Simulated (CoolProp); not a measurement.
A single-stage vapour-compression cycle with R1132(E): evaporating at 275.15 K (dew point), condensing at 340.15 K (bubble point), superheat 2 K, subcooling 0 K, compressor efficiency 0.8, no pressure losses. Each further row changes one setting.

Model: reference Helmholtz-energy equation of state, Akasaka 2024, in CoolProp.

```csv
case,cooling COP,pressure ratio,discharge temperature (K),refrigerating effect (kJ/kg),volumetric capacity (kJ/m³)
as stated,(withheld),4.99,374.3,114,3230
evaporating temperature 280.15 K,2.00,4.29,371.4,117,(withheld)
condensing temperature 335.15 K,(withheld),(withheld),367.2,(withheld),3630
subcooling 5 K,2.02,4.99,374.3,131,3690
superheat 12 K,(withheld),4.99,384.4,(withheld),(withheld)
compressor efficiency 0.7,1.54,4.99,380.3,114,3230
```

**Question.** What belongs in the gaps?

**Answer.** 
- as stated, cooling COP: 1.76
- evaporating temperature 280.15 K, volumetric capacity (kJ/m³): 3820
- condensing temperature 335.15 K, cooling COP: 2.12
- condensing temperature 335.15 K, pressure ratio: 4.50
- condensing temperature 335.15 K, refrigerating effect (kJ/kg): 129
- superheat 12 K, cooling COP: 1.81
- superheat 12 K, refrigerating effect (kJ/kg): 125
- superheat 12 K, volumetric capacity (kJ/m³): 3340
